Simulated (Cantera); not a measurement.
Cantera run:

```python
import numpy as np
import cantera as ct

gas_names = [...]  # 113 gases of nasa_gas.yaml made of C, Cu, H, O
cond_names = """
    C(gr) C6H6(L) C7H8(L) C8H18(L),n-octa Cu(cr) Cu(L) CuO(s) CuO2H2(s) Cu2O(s) Cu2O(L) H2O(s) H2O(L)
""".split()


# ... load() reads the species with a 1 bar reference pressure and builds the phases ...
atoms = {
    'Cu': {'Cu': 1},
    'CO2': {'C': 1, 'O': 2},
    'H2': {'H': 2},
}
top_T = {'C(gr)': 4500, 'CuO(s)': 1390}  # K; cautious upper limits of use, not melting points


# ... equilibrate(T, P, feed) seeds the gas with the atoms and calls Mixture.equilibrate('TP', solver="vcs", rtol=1e-11, max_steps=5000) ...
results = []
T = 1598.15  # K
P = 133.322  # Pa
for m in [0.32, 0.44, 0.59, 0.8, 1.1, 1.5, 2, 2.6, 3.6, 4.8, 6.5]:
    feed = {'Cu': 1, 'CO2': m, 'H2': 80}  # mol
    mix = equilibrate(T, P, feed)
    results.append((T, P, feed, dict(zip(mix.species_names, mix.species_moles))))
    x = sorted(zip(gas.X, gas.species_names), reverse=True)
    print(f"T = {T:g} K  P = {P:g} Pa  n(CO2) = {m:g} mol  gas = {mix.phase_moles(0):.4g} mol")
    print("   x: " + "  ".join(f"{s} {v:.3e}" for v, s in x if v > 1e-06))
    print("   condensed (mol): " + ("  ".join(f"{mix.phase(i).name} {mix.phase_moles(i):.4g}"
          for i in range(1, mix.n_phases) if mix.phase_moles(i) > 1e-12) or "none"))
```

It prints:

```
T = 1598.15 K  P = 133.322 Pa  n(CO2) = 0.32 mol  gas = 81.38 mol
   x: H2 9.784e-01  Cu 1.228e-02  CO 3.927e-03  H2O 3.927e-03  H 1.444e-03  CO2 5.258e-06  Cu2 3.681e-06
   condensed (mol): none
T = 1598.15 K  P = 133.322 Pa  n(CO2) = 0.44 mol  gas = 81.5 mol
   x: H2 9.755e-01  Cu 1.226e-02  CO 5.389e-03  H2O 5.389e-03  H 1.442e-03  CO2 9.931e-06  Cu2 3.670e-06
   condensed (mol): none
T = 1598.15 K  P = 133.322 Pa  n(CO2) = 0.59 mol  gas = 81.65 mol
   x: H2 9.719e-01  Cu 1.224e-02  CO 7.208e-03  H2O 7.208e-03  H 1.439e-03  CO2 1.783e-05  Cu2 3.657e-06
   condensed (mol): none
T = 1598.15 K  P = 133.322 Pa  n(CO2) = 0.8 mol  gas = 81.86 mol
   x: H2 9.668e-01  Cu 1.221e-02  CO 9.740e-03  H2O 9.740e-03  H 1.436e-03  CO2 3.273e-05  Cu2 3.638e-06
   condensed (mol): none
T = 1598.15 K  P = 133.322 Pa  n(CO2) = 1.1 mol  gas = 82.16 mol
   x: H2 9.597e-01  CO 1.333e-02  H2O 1.333e-02  Cu 1.216e-02  H 1.430e-03  CO2 6.174e-05  Cu2 3.612e-06
   condensed (mol): none
T = 1598.15 K  P = 133.322 Pa  n(CO2) = 1.5 mol  gas = 82.56 mol
   x: H2 9.502e-01  CO 1.805e-02  H2O 1.805e-02  Cu 1.211e-02  H 1.423e-03  CO2 1.144e-04  Cu2 3.577e-06  OH 1.053e-06
   condensed (mol): none
T = 1598.15 K  P = 133.322 Pa  n(CO2) = 2 mol  gas = 83.06 mol
   x: H2 9.386e-01  CO 2.388e-02  H2O 2.388e-02  Cu 1.203e-02  H 1.415e-03  CO2 2.026e-04  Cu2 3.534e-06  OH 1.401e-06
   condensed (mol): none
T = 1598.15 K  P = 133.322 Pa  n(CO2) = 2.6 mol  gas = 83.66 mol
   x: H2 9.248e-01  CO 3.074e-02  H2O 3.074e-02  Cu 1.195e-02  H 1.404e-03  CO2 3.408e-04  Cu2 3.483e-06  OH 1.817e-06
   condensed (mol): none
T = 1598.15 K  P = 133.322 Pa  n(CO2) = 3.6 mol  gas = 84.66 mol
   x: H2 9.024e-01  CO 4.188e-02  H2O 4.187e-02  Cu 1.181e-02  H 1.387e-03  CO2 6.482e-04  Cu2 3.402e-06  OH 2.506e-06
   condensed (mol): none
T = 1598.15 K  P = 133.322 Pa  n(CO2) = 4.8 mol  gas = 85.86 mol
   x: H2 8.763e-01  CO 5.476e-02  H2O 5.476e-02  Cu 1.164e-02  H 1.367e-03  CO2 1.142e-03  OH 3.326e-06  Cu2 3.307e-06
   condensed (mol): none
T = 1598.15 K  P = 133.322 Pa  n(CO2) = 6.5 mol  gas = 87.56 mol
   x: H2 8.408e-01  CO 7.217e-02  H2O 7.217e-02  Cu 1.141e-02  CO2 2.066e-03  H 1.339e-03  OH 4.475e-06  Cu2 3.180e-06
   condensed (mol): none
```

These are equilibrium values from Cantera (NASA tables, ideal gas, pure condensed phases), not measurements of a reactor.
